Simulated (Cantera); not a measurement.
Gas mixture: 100 % H₂, at 7600 Pa, frozen composition.

Cantera's kinetic-theory transport with the Lennard-Jones parameters of GRI-Mech 3.0, ideal gas; thermal conductivity in the multicomponent form.

One state of this run: ρ (kg/m³) = 0.00263; cp (J/kg/K) = 14560; μ (µPa s) = 15.6; λ (mW/m/K) = 331; Pr = 0.688; D (cm²/s) H₂ = 8720; D (cm²/s) O = 59.8; D (cm²/s) NO = 43.0. D: mixture-averaged diffusion coefficient of that species in the mixture.

Problem. Which value of T (K) does it belong to?
A) 600
B) 500
C) 700
D) 800

Solution. C, 700
